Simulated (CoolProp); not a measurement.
Vapour pressure (MPa) of R245fa: the reference equation beside estimates from Tc = 427.0 K, pc = 3.651 MPa, ω = 0.378.

Values from CoolProp's reference Helmholtz-energy equation of state, Akasaka 2015.

```csv
T (K),reference,Redlich-Kwong,Peng-Robinson
303.4,0.1797,0.3616,0.1796
311.3,(withheld),(withheld),0.2352
319.2,0.3045,0.5428,(withheld)
327.2,0.3889,0.6555,0.3873
335.1,0.4887,0.7819,0.4866
343,0.6069,0.9242,0.6044
350.9,0.7455,1.083,0.7428
358.9,0.9089,1.263,0.9065
366.8,1.095,(withheld),1.094
374.7,1.309,1.674,1.309
382.6,1.553,1.910,1.555
390.5,1.830,2.167,1.834
398.5,2.147,2.450,2.154
```

**Question.** Fill in the missing entries.

**Answer.** 
- 311.3, reference: 0.2357
- 311.3, Redlich-Kwong: 0.4457
- 319.2, Peng-Robinson: 0.3035
- 366.8, Redlich-Kwong: 1.459

Absolute difference from the reference over all 13 rows, mean and median: Redlich-Kwong 50.0 and 45.3 %, Peng-Robinson 0.2 and 0.3 %.
